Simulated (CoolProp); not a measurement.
Aqueous potassium carbonate as a coolant, 24 % by mass, freezing at -11.9 °C, 1 atm.

Values from CoolProp's Melinder's fits for secondary coolants.

```
T (°C)  cp (kJ/(kg K))  conductivity (W/(m K))  Prandtl number  viscosity (mPa s)
------  --------------  ----------------------  --------------  -----------------
-7.8             3.118                     [?]             [?]                [?]
-2.6             3.126                   0.538            20.2               3.48
2.7              3.134                   0.546            17.2               2.99
7.9              3.141                   0.555            14.8               2.61
13.2             3.149                   0.564            12.8               2.30
18.4             3.157                   0.572            11.3               2.05
23.6             3.164                   0.581            10.0               1.84
28.9             3.172                   0.590            8.90                [?]
34.1             3.180                   0.599            7.96               1.50
```

Q: Some entries are withheld; supply them.

A: 
- -7.8, conductivity (W/(m K)): 0.530
- -7.8, Prandtl number: 24.2
- -7.8, viscosity (mPa s): 4.11
- 28.9, viscosity (mPa s): 1.66
